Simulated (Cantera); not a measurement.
A closed system holds: 1 mol Fe2O3, 0.2 mol SO3, 6.1 mol N2, at 948 K and 14000 Pa.

Cantera equilibrium calculation (NASA polynomials, part measured and part estimated; ideal gas, pure solids and liquids). Candidate condensed phases: Fe, FeO, FeS, FeSO4, FeS2, Fe2O3, Fe2(SO4)3, Fe3O4, S; 19 gas species. Equilibrium is a limit: real reactors are often held back by kinetics, nucleation or transport.

Q: What is the equilibrium state?

A: 
```json
{
 "x(N2)": "0.955",
 "x(SO2)": "0.0272",
 "x(O2)": "0.0136",
 "x(SO3)": "0.00409",
 "x(NO)": "4.80e-6",
 "n(Fe2O3(s))": "1.00 mol",
 "gas_amount": "6.387 mol",
 "log10 activity of FeSO4(s) (absent)": "-2.46",
 "log10 activity of Fe(α) (absent)": "-13.79",
 "log10 activity of S(l) (absent)": "-16.02"
}
```
